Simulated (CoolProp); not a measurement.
A Linde-Hampson liquefier for CF4 (R14): isothermal reversible compression at 250 K from 1 atm to 40 MPa, throttling to 1 atm, return gas leaving the recuperator 2 K below the feed. Each further row changes one setting.

The numbers come from the reference Helmholtz-energy equation of state, Platzer 1990 in CoolProp. This equation is an older, rougher fit; its heat capacities, sound speeds and derivatives of the liquid may be far off and weren't checked against measurements.

```
case                        liquid yield per pass  compression work (kJ/kg of gas)
--------------------------  ---------------------  -------------------------------
as stated                                   0.424                              116
warm-end temperature 280 K                  0.338                              140
warm-end gap 7 K                            0.414                              116
```
